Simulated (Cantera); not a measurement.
Feed: 1 mol Fe3O4, 110 mol H2, 2 mol N2, equilibrated at 0.0133 bar.

These are equilibrium values from Cantera (NASA tables, ideal gas, pure condensed phases), not measurements of a reactor. Candidate condensed phases: Fe, FeO, Fe(OH)2, Fe(OH)3, Fe2O3, Fe3O4, H2O; 27 gas species. Equilibrium is a limit: real reactors are often held back by kinetics, nucleation or transport.

**Question.** What share of the Fe ends up in condensed phases as a function of T (K), at 1348, 1423, 1498, 1573, 1648, 1723, 1798, 1873, 1948?

**Answer.** 
```
T (K)  Fe condensed (%)     as
-----  ----------------  -----
1348              100.0  Fe(γ)
1423              100.0  Fe(γ)
1498              100.0  Fe(γ)
1573               99.8  Fe(γ)
1648               99.3  Fe(γ)
1723               97.4  Fe(δ)
1798               92.0  Fe(δ)
1873               77.7  Fe(l)
1948               42.8  Fe(l)
```
